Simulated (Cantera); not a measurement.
Charge: 1 mol MgO, 0.26 mol Br2, 2.1 mol O2, held at 1498 K.

Cantera equilibrium calculation (NASA polynomials, part measured and part estimated; ideal gas, pure solids and liquids). Candidate condensed phases: Br2, Mg, MgBr2, MgO; 10 gas species. The numbers say what is thermodynamically allowed, not how fast it happens.

**Question.** At 3.20 bar, list the 4 most abundant gas species with their mole fractions, and the condensed phases.

**Answer.** O2 0.869, Br2 0.0835, Br 0.0478, MgBr2 9.46e-5. Condensed: MgO(s).
